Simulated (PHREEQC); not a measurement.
Make-up at 90 °C: 0.059 mol/kgw HF, 5.3e-05 mol/kgw NH4HF2 and 7.9e-05 mol/kgw H4SiO4. Closed to the air; pH follows from the charge balance.

Equilibrium calculation in PHREEQC: ion-association model, phreeqc.dat.

This is a speciation only: nothing precipitates in the calculation.

Task: Order these F species by the share of F that they hold, largest first: HF2-, SiF6-2, HF, F-.

Result: HF (92 %), F- (5.1 %), HF2- (2.3 %), SiF6-2 (0.80 %)

The pH is 2.45 and the ionic strength 0.00393 mol/kgw. Constants without temperature data keep their 25 °C values here. SiF6-2 is the database's only silicon fluoride.
